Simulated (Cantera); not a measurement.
A perfectly stirred reactor is fed with H₂ : O₂ : N₂ : H₂O = 1 : 0.962 : 3.62 : 0.25 (molar parts), at 10.0 bar; it is adiabatic with a 723 K inlet, and is followed from long to short residence time, starting on the burning branch (τ in s: 0.091, 0.047, 0.025, 0.013, 0.0066, 0.0035, 0.0018, 0.00093, 0.00049, 0.00025, 0.00013, 6.8e-05, 3.5e-05).

Computed with Cantera and the H2/O2 subset of GRI-Mech 3.0, which has no nitrogen chemistry. The hydrogen kinetics of GRI-Mech 3.0 are dated; newer H2 mechanisms differ, most at raised pressure.

x: mole fraction; the columns are a selection and need not sum to one.

| τ (s) | T (K) | x H₂ | x O₂ | x H₂O | x HO₂ | x O |
|---|---|---|---|---|---|---|
| 0.091 | 1969 | 6.54e-5 | 0.0863 | 0.234 | 3.59e-6 | 5.13e-5 |
| 0.047 | 1969 | 7.23e-5 | 0.0863 | 0.234 | 3.69e-6 | 5.31e-5 |
| 0.025 | 1969 | 8.44e-5 | 0.0863 | 0.234 | 3.86e-6 | 5.64e-5 |
| 0.013 | 1968 | 0.000107 | 0.0863 | 0.234 | [?] | 6.27e-5 |
| 0.0066 | 1968 | 0.000148 | 0.0863 | 0.233 | [?] | 7.44e-5 |
| 0.0035 | 1966 | 0.000211 | 0.0862 | 0.233 | [?] | 9.33e-5 |
| 0.0018 | 1964 | 0.000318 | 0.0862 | 0.233 | [?] | 0.000126 |
| 0.00093 | 1962 | 0.000486 | 0.0862 | 0.233 | [?] | 0.000179 |
| 0.00049 | 1957 | 0.000737 | 0.0861 | 0.232 | [?] | 0.000260 |
| 0.00025 | 1951 | 0.00114 | 0.0861 | 0.231 | [?] | 0.000392 |
| 0.00013 | 1943 | 0.00175 | 0.0861 | 0.230 | [?] | 0.000587 |
| 6.8e-5 | 1931 | 0.00268 | 0.0862 | 0.229 | [?] | 0.000878 |
| 3.5e-5 | 1912 | 0.00412 | 0.0864 | 0.226 | [?] | 0.00131 |

Q: Complete the blanks.

A: 
- 0.013, x HO₂: 4.19e-6
- 0.0066, x HO₂: 4.82e-6
- 0.0035, x HO₂: 5.88e-6
- 0.0018, x HO₂: 7.77e-6
- 0.00093, x HO₂: 1.09e-5
- 0.00049, x HO₂: 1.58e-5
- 0.00025, x HO₂: 2.39e-5
- 0.00013, x HO₂: 3.61e-5
- 6.8e-5, x HO₂: 5.44e-5
- 3.5e-5, x HO₂: 8.22e-5
